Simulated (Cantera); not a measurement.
A Cantera script and what it prints.

```python
import numpy as np
import cantera as ct

gas_names = """
    C CH CH2 CH3 CH2OH CH3O CH4 CH3OH CO CO2 COOH C2 C2H CHCO,ketyl C2H2,acetylene C2H2,vinylidene
    CH2CO,ketene C2H3,vinyl CH3CO,acetyl C2H4 C2H4O,ethylen CH3CHO,ethanal CH3COOH (HCOOH)2 C2H5 C2H6
    CH3OCH3 C2H5OH C2O C3 C3H3,propargyl C3H4,allene C3H4,propyne C3H4,cyclo- C3H5,allyl C3H6,propylene
    C3H6,cyclo- C3H6O C3H7,n-propyl C3H7,i-propyl C3H8 C3H8O,1propanol C3H8O,2propanol C3O2 C4 C4H2
    C4H4,1,3-cyclo- C4H6,butadiene C4H6,2-butyne C4H6,cyclo- C4H8,1-butene C4H8,cis2-buten
    C4H8,tr2-butene C4H8,isobutene C4H8,cyclo- (CH3COOH)2 C4H9,n-butyl C4H9,i-butyl C4H9,s-butyl
    C4H9,t-butyl C4H10,isobutane C4H10,n-butane C5 C5H6,1,3cyclo- C5H8,cyclo- C5H10,1-pentene
    C5H10,cyclo- C5H11,pentyl C5H11,t-pentyl C5H12,n-pentane C5H12,i-pentane CH3C(CH3)2CH3 C6H2
    C6H5,phenyl C6H5O,phenoxy C6H6 C6H5OH,phenol C6H10,cyclo- C6H12,1-hexene C6H12,cyclo- C6H13,n-hexyl
    C7H7,benzyl C7H8 C7H8O,cresol C7H14,1-heptene C7H15,n-heptyl C7H16,n-heptane C8H8,styrene
    C8H10,ethylbenz C8H16,1-octene C8H17,n-octyl C8H18,isooctane C8H18,n-octane C9H19,n-nonyl
    C10H8,naphthale C10H21,n-decyl C12H9,o-bipheny C12H10,bipheny H HCO HO2 H2 HCHO,formaldehy HCOOH H2O
    H2O2 O OH O2 O3 Pb PbO Pb2
""".split()
cond_names = """
    C(gr) C6H6(L) C7H8(L) C8H18(L),n-octa H2O(s) H2O(L) Pb(cr) Pb(L) PbO(rd) PbO(yw) PbO(L) PbO2(s)
    Pb3O4(s)
""".split()


def load(file, names, dense=False):
    # The tables refer to 1 bar. Condensed volumes are neglected.
    table = {s.name: s for s in ct.Species.list_from_file(file)}
    out = []
    for n in names:
        d = dict(table[n].input_data)
        d["thermo"] = dict(d["thermo"], **{"reference-pressure": 1e5})
        if dense:
            d["equation-of-state"] = {"model": "constant-volume", "density": "1e6 g/cm^3"}
        out.append(ct.Species.from_dict(d))
    return out


gas = ct.Solution(thermo="ideal-gas", species=load("nasa_gas.yaml", gas_names))
cond = {s.name: ct.Solution(thermo="fixed-stoichiometry", species=[s], name=s.name)
        for s in load("nasa_condensed.yaml", cond_names, dense=True)}
atoms = {
    'PbO': {'Pb': 1, 'O': 1},
    'CO': {'C': 1, 'O': 1},
    'H2': {'H': 2},
}
top_T = {'C(gr)': 4500, 'Pb3O4(s)': 820}  # K; cautious upper limits of use, not melting points


def equilibrate(T, P, feed):
    n = {}
    for name, mol in feed.items():
        for a, k in atoms[name].items():
            n[a] = n.get(a, 0.0) + k * mol
    gas.TPX = T, P, n
    mass = sum(n.values()) * gas.mean_molecular_weight
    gas.equilibrate("TP")
    valid = [c for c in cond.values() if c.min_temp <= T <= top_T.get(c.name, c.max_temp)]
    mix = ct.Mixture([(gas, mass / gas.mean_molecular_weight)] + [(c, 0.0) for c in valid])
    mix.T, mix.P = T, P
    mix.equilibrate("TP", solver="vcs", rtol=1e-11, max_steps=5000)
    return mix


results = []
feed = {'PbO': 1, 'CO': 1, 'H2': 8.7}  # mol
for P in [10, 68, 460, 3200, 22000, 150000, 1000000]:
    for T in [1050, 1075, 1100, 1125, 1150, 1175, 1200, 1225, 1250, 1275, 1300, 1325]:
        mix = equilibrate(T, P, feed)
        results.append((T, P, feed, dict(zip(mix.species_names, mix.species_moles))))

for T, P, feed, n in results:
    print(f"{T:7g} {P:10.4g}  " + (" + ".join(c for c in cond_names if n.get(c, 0) > 1e-12) or "gas only"))
```

It prints:

```
   1050         10  gas only
   1075         10  gas only
   1100         10  gas only
   1125         10  gas only
   1150         10  gas only
   1175         10  gas only
   1200         10  gas only
   1225         10  gas only
   1250         10  gas only
   1275         10  gas only
   1300         10  gas only
   1325         10  gas only
   1050         68  Pb(L)
   1075         68  gas only
   1100         68  gas only
   1125         68  gas only
   1150         68  gas only
   1175         68  gas only
   1200         68  gas only
   1225         68  gas only
   1250         68  gas only
   1275         68  gas only
   1300         68  gas only
   1325         68  gas only
   1050        460  Pb(L)
   1075        460  Pb(L)
   1100        460  Pb(L)
   1125        460  Pb(L)
   1150        460  Pb(L)
   1175        460  gas only
   1200        460  gas only
   1225        460  gas only
   1250        460  gas only
   1275        460  gas only
   1300        460  gas only
   1325        460  gas only
   1050       3200  Pb(L)
   1075       3200  Pb(L)
   1100       3200  Pb(L)
   1125       3200  Pb(L)
   1150       3200  Pb(L)
   1175       3200  Pb(L)
   1200       3200  Pb(L)
   1225       3200  Pb(L)
   1250       3200  Pb(L)
   1275       3200  Pb(L)
   1300       3200  Pb(L)
   1325       3200  gas only
   1050    2.2e+04  Pb(L)
   1075    2.2e+04  Pb(L)
   1100    2.2e+04  Pb(L)
   1125    2.2e+04  Pb(L)
   1150    2.2e+04  Pb(L)
   1175    2.2e+04  Pb(L)
   1200    2.2e+04  Pb(L)
   1225    2.2e+04  Pb(L)
   1250    2.2e+04  Pb(L)
   1275    2.2e+04  Pb(L)
   1300    2.2e+04  Pb(L)
   1325    2.2e+04  Pb(L)
   1050    1.5e+05  Pb(L)
   1075    1.5e+05  Pb(L)
   1100    1.5e+05  Pb(L)
   1125    1.5e+05  Pb(L)
   1150    1.5e+05  Pb(L)
   1175    1.5e+05  Pb(L)
   1200    1.5e+05  Pb(L)
   1225    1.5e+05  Pb(L)
   1250    1.5e+05  Pb(L)
   1275    1.5e+05  Pb(L)
   1300    1.5e+05  Pb(L)
   1325    1.5e+05  Pb(L)
   1050      1e+06  Pb(L)
   1075      1e+06  Pb(L)
   1100      1e+06  Pb(L)
   1125      1e+06  Pb(L)
   1150      1e+06  Pb(L)
   1175      1e+06  Pb(L)
   1200      1e+06  Pb(L)
   1225      1e+06  Pb(L)
   1250      1e+06  Pb(L)
   1275      1e+06  Pb(L)
   1300      1e+06  Pb(L)
   1325      1e+06  Pb(L)
```

These are equilibrium values from Cantera (NASA tables, ideal gas, pure condensed phases), not measurements of a reactor.
